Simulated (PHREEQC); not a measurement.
Make-up at 60 °C: 4.1 mmol/kgw Ag2SO4 and 0.22 mmol/kgw NaCl. Closed to the air; pH follows from the charge balance.

Equilibrium calculation in PHREEQC: ion-association model, wateq4f.dat.

- pH = 6.59
- ionic strength = 0.0114 mol/kgw

```csv
species,molality,activity,log γ
Ag+,0.00756,0.00673,-0.051
SO4-2,0.00365,0.00231,-0.199
AgSO4-,0.000444,0.000395,-0.051
Na+,0.000217,0.000193,-0.050
AgCl,0.000191,0.000192,0.001
Cl-,2.78e-5,2.46e-5,-0.052
NaSO4-,3.06e-6,2.73e-6,-0.049
AgCl2-,4.26e-7,3.79e-7,-0.051
OH-,4.09e-7,3.63e-7,-0.052
```

This is a speciation only: nothing precipitates in the calculation. Saturation is exceeded, for instance for Cerargyrite; the values hold only as long as no solid forms. Complexes and solids missing from the database can't appear. Away from 25 °C the constants follow the database's enthalpies or fits; those with neither stay at their 25 °C values.
